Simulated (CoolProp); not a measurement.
Computed with CoolProp (reference Helmholtz-energy equation of state, Lemmon 2006). It is a short technical equation, of lower accuracy than the large ones.

Task: For carbonyl sulfide, give the phase and the speed of sound (m/s), isothermal compressibility (1/MPa), expansivity (1/kK) at -60.25 °C and 2.78 MPa.

Result: 
- -60.25 °C and 2.78 MPa: liquid; speed of sound 1090, isothermal compressibility 0.00114, expansivity 1.72
